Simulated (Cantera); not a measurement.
A freely propagating, adiabatic, planar premixed flame of 6.53 % CH₄, 0.979 % CO, 16.9 % O₂, 74.4 % N₂, 1.17 % H₂, equivalence ratio 0.84, unburnt at 425 K and 2.37 atm; mixture-averaged transport, grid criteria slope 0.08 and curve 0.16, no radiation.

Cantera simulation using GRI-Mech 3.0 (53 species, 325 reactions); the numbers are that mechanism's predictions, not measurements. Burning velocities carry a grid error of a few per cent, more on coarse grids.

x: mole fraction of selected species; z is measured from the peak of heat release.

```json
[
 {"z (mm)": "-0.842", "T (K)": "425", "u (m/s)": "0.314", "x CH₄": "0.0653", "x CO": "0.00980", "x O₂": "0.169", "x CH₂CO": "<1e-8", "x OH": "<1e-8", "x N₂O": "<1e-8"},
 {"z (mm)": "-0.562", "T (K)": "429", "u (m/s)": "0.317", "x CH₄": "0.0651", "x CO": "0.00984", "x O₂": "0.169", "x CH₂CO": "1.72e-8", "x OH": "<1e-8", "x N₂O": "<1e-8"},
 {"z (mm)": "-0.421", "T (K)": "444", "u (m/s)": "0.327", "x CH₄": "0.0643", "x CO": "0.01000", "x O₂": "0.168", "x CH₂CO": "1.26e-7", "x OH": "<1e-8", "x N₂O": "<1e-8"},
 {"z (mm)": "-0.281", "T (K)": "525", "u (m/s)": "0.388", "x CH₄": "0.0602", "x CO": "0.0111", "x O₂": "0.163", "x CH₂CO": "1.49e-6", "x OH": "…", "x N₂O": "<1e-8"},
 {"z (mm)": "-0.140", "T (K)": "899", "u (m/s)": "0.667", "x CH₄": "0.0412", "x CO": "0.0173", "x O₂": "0.133", "x CH₂CO": "1.77e-5", "x OH": "…", "x N₂O": "5.42e-8"},
 {"z (mm)": "-0.0702", "T (K)": "1258", "u (m/s)": "0.937", "x CH₄": "0.0223", "x CO": "0.0242", "x O₂": "0.0993", "x CH₂CO": "4.88e-5", "x OH": "…", "x N₂O": "1.27e-7"},
 {"z (mm)": "0", "T (K)": "1613", "u (m/s)": "1.20", "x CH₄": "0.00449", "x CO": "0.0288", "x O₂": "0.0615", "x CH₂CO": "5.12e-5", "x OH": "…", "x N₂O": "2.54e-7"},
 {"z (mm)": "0.0702", "T (K)": "1767", "u (m/s)": "1.31", "x CH₄": "0.000168", "x CO": "0.0209", "x O₂": "0.0423", "x CH₂CO": "4.05e-6", "x OH": "…", "x N₂O": "4.14e-7"},
 {"z (mm)": "0.140", "T (K)": "1832", "u (m/s)": "1.35", "x CH₄": "3.59e-6", "x CO": "0.0133", "x O₂": "0.0366", "x CH₂CO": "9.84e-8", "x OH": "0.00448", "x N₂O": "5.13e-7"},
 {"z (mm)": "0.281", "T (K)": "1904", "u (m/s)": "1.40", "x CH₄": "<1e-8", "x CO": "0.00710", "x O₂": "0.0327", "x CH₂CO": "<1e-8", "x OH": "0.00422", "x N₂O": "5.94e-7"},
 {"z (mm)": "0.562", "T (K)": "1961", "u (m/s)": "1.44", "x CH₄": "<1e-8", "x CO": "0.00356", "x O₂": "0.0303", "x CH₂CO": "<1e-8", "x OH": "…", "x N₂O": "6.45e-7"},
 {"z (mm)": "1.12", "T (K)": "1995", "u (m/s)": "1.46", "x CH₄": "<1e-8", "x CO": "0.00155", "x O₂": "0.0291", "x CH₂CO": "<1e-8", "x OH": "…", "x N₂O": "5.47e-7"},
 {"z (mm)": "2.25", "T (K)": "2009", "u (m/s)": "1.47", "x CH₄": "<1e-8", "x CO": "0.000656", "x O₂": "0.0287", "x CH₂CO": "<1e-8", "x OH": "…", "x N₂O": "3.31e-7"}
]
```

Q: What belongs in the gaps?

A: 
- -0.281, x OH: 3.80e-8
- -0.140, x OH: 6.31e-6
- -0.0702, x OH: 9.11e-5
- 0, x OH: 0.00125
- 0.0702, x OH: 0.00376
- 0.562, x OH: 0.00326
- 1.12, x OH: 0.00219
- 2.25, x OH: 0.00150
